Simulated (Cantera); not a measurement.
# Ignition delay

Mixture: CH₄ : O₂ : N₂ : H₂ = 1 : 1.67 : 6.27 : 0.067 (molar parts), at 1.01 bar, adiabatic and at constant pressure. Ignition delay is the time to a rise of 400 K.

Computed with Cantera and GRI-Mech 3.0 (53 species, 325 reactions).

```csv
T0 (K),delay (ms)
1300,7.49
1350,4.24
1400,2.46
1450,1.47
1500,0.909
1550,0.581
1600,0.385
1650,0.263
```

```yaml
apparent activation energy between 1550 and 1650 K: 170 kJ/mol
```
